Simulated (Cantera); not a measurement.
An isothermal, constant-pressure homogeneous reactor starts with N₂O : H₂O = 1 : 0.011 (molar parts), at 1525 K and 150 Torr. Integrator tolerance rtol = 1e-08.

Model: GRI-Mech 3.0 (53 species, 325 reactions), integrated in Cantera. GRI-Mech 3.0 was tuned for natural gas; its chemistry of N2O as a main component is partial and can be far from experiment. The temperature is held fixed by assumption; the heat of reaction is taken as removed at once.

### Question
What does this change do: pressure from 150 Torr to 20.0 Torr?

### Answer
| quantity | before | after |
|---|---|---|
| x(N₂O) at 4.00 s | 6.20e-6 (gas-phase equilibrium 3.97e-8) | 0.000471 (gas-phase equilibrium 1.45e-8) |
| x(H₂O) at 4.00 s | 0.00726 (gas-phase equilibrium 0.00726) | 0.00724 (gas-phase equilibrium 0.00724) |
| x(H) at 4.00 s | 1.56e-8 (gas-phase equilibrium 1.46e-8) | 1.03e-7 (gas-phase equilibrium 6.59e-8) |
| x(OH) at 4.00 s | 4.13e-5 (gas-phase equilibrium 4.38e-5) | 7.75e-5 (gas-phase equilibrium 7.25e-5) |
| x(H₂) at 4.00 s | 8.48e-8 (gas-phase equilibrium 7.47e-8) | 3.01e-7 (gas-phase equilibrium 2.04e-7) |
| x(N₂) at 4.00 s | 0.589 (gas-phase equilibrium 0.661) | 0.585 (gas-phase equilibrium 0.661) |
Radical loss at walls, strong at low pressure, is not modelled.

### Question
What does this change do: H2O 0.011 to 0.048 parts?

### Answer
```json
[
 {"quantity": "x(N₂O) at 4.00 s", "before": "6.20e-6 (gas-phase equilibrium 3.97e-8)", "after": "4.34e-6 (gas-phase equilibrium 3.83e-8)"},
 {"quantity": "x(H₂O) at 4.00 s", "before": "0.00726 (gas-phase equilibrium 0.00726)", "after": "0.0310 (gas-phase equilibrium 0.0310)"},
 {"quantity": "x(H) at 4.00 s", "before": "1.56e-8 (gas-phase equilibrium 1.46e-8)", "after": "3.21e-8 (gas-phase equilibrium 3.03e-8)"},
 {"quantity": "x(OH) at 4.00 s", "before": "4.13e-5 (gas-phase equilibrium 4.38e-5)", "after": "8.54e-5 (gas-phase equilibrium 9.00e-5)"},
 {"quantity": "x(H₂) at 4.00 s", "before": "8.48e-8 (gas-phase equilibrium 7.47e-8)", "after": "3.61e-7 (gas-phase equilibrium 3.23e-7)"},
 {"quantity": "x(N₂) at 4.00 s", "before": "0.589 (gas-phase equilibrium 0.661)", "after": "0.582 (gas-phase equilibrium 0.645)"}
]
```

### Question
What does this change do: temperature 1525 to 1075 K?

### Answer
```
quantity                                           before                                     after
----------------  ---------------------------------------  ----------------------------------------
x(N₂O) at 4.00 s  6.20e-6 (gas-phase equilibrium 3.97e-8)     0.937 (gas-phase equilibrium 2.45e-9)
x(H₂O) at 4.00 s  0.00726 (gas-phase equilibrium 0.00726)    0.0107 (gas-phase equilibrium 0.00728)
x(H) at 4.00 s    1.56e-8 (gas-phase equilibrium 1.46e-8)   6.02e-11 (gas-phase equilibrium <1e-12)
x(OH) at 4.00 s   4.13e-5 (gas-phase equilibrium 4.38e-5)   2.11e-6 (gas-phase equilibrium 2.04e-7)
x(H₂) at 4.00 s   8.48e-8 (gas-phase equilibrium 7.47e-8)  1.30e-9 (gas-phase equilibrium 2.00e-11)
x(N₂) at 4.00 s       0.589 (gas-phase equilibrium 0.661)      0.0338 (gas-phase equilibrium 0.662)
```
The mechanism lacks the step 2 NO + O2 → 2 NO2, which can matter for NO2 below about 1400 K.
